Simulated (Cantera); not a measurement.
# Carbon deposition, reforming and gasification: n-butane + O2 + H2

Feed: 1 mol n-butane, 1.5 mol O2, 7.1 mol H2, held at 90.0 Torr.

These are equilibrium values from Cantera (NASA tables, ideal gas, pure condensed phases), not measurements of a reactor. Candidate condensed phases: C, C6H6, C7H8, C8H18, H2O; 110 gas species. Equilibrium is a limit: real reactors are often held back by kinetics, nucleation or transport.

| T (K) | x H2 | x CO | x H | x C2H2 (acetylene) | x CH4 | x CH3 | x H2O | x C4H2 | n C(graphite) |
|---|---|---|---|---|---|---|---|---|---|
| 1873 | 0.800 | 0.199 | 0.00167 | 0.000249 | 4.68e-5 | 1.96e-6 | 3.84e-6 | 3.10e-8 | 0.992 |
| 1898 | 0.799 | 0.198 | 0.00202 | 0.000301 | 4.33e-5 | 2.19e-6 | 3.43e-6 | 4.51e-8 | 0.990 |
| 1923 | 0.799 | 0.198 | 0.00243 | 0.000361 | 4.02e-5 | 2.45e-6 | 3.07e-6 | 6.50e-8 | 0.988 |
| 1948 | 0.798 | 0.198 | 0.00291 | 0.000430 | 3.74e-5 | 2.72e-6 | 2.76e-6 | 9.28e-8 | 0.986 |
| 1973 | 0.798 | 0.198 | 0.00348 | 0.000511 | 3.49e-5 | 3.02e-6 | 2.48e-6 | 1.31e-7 | 0.984 |
| 1998 | 0.797 | 0.198 | 0.00413 | 0.000604 | 3.25e-5 | 3.34e-6 | 2.24e-6 | 1.84e-7 | 0.981 |
| 2023 | 0.796 | 0.198 | 0.00489 | 0.000711 | 3.04e-5 | 3.68e-6 | 2.03e-6 | 2.56e-7 | 0.978 |
| 2048 | 0.795 | 0.198 | 0.00576 | 0.000834 | 2.84e-5 | 4.05e-6 | 1.84e-6 | 3.52e-7 | 0.974 |
| 2073 | 0.794 | 0.198 | 0.00677 | 0.000973 | 2.67e-5 | 4.45e-6 | 1.67e-6 | 4.82e-7 | 0.970 |
| 2098 | 0.793 | 0.198 | 0.00791 | 0.00113 | 2.50e-5 | 4.87e-6 | 1.52e-6 | 6.54e-7 | 0.965 |
| 2123 | 0.792 | 0.198 | 0.00921 | 0.00131 | 2.35e-5 | 5.31e-6 | 1.39e-6 | 8.80e-7 | 0.960 |
| 2148 | 0.790 | 0.198 | 0.0107 | 0.00151 | 2.21e-5 | 5.78e-6 | 1.27e-6 | 1.18e-6 | 0.954 |
| 2173 | 0.788 | 0.197 | 0.0124 | 0.00174 | 2.08e-5 | 6.28e-6 | 1.16e-6 | 1.56e-6 | 0.947 |
x: gas mole fraction; n: condensed amount in mol.

From 1873 K to 2173 K the condensed part is C(graphite). The main C-bearing gas is CO throughout.
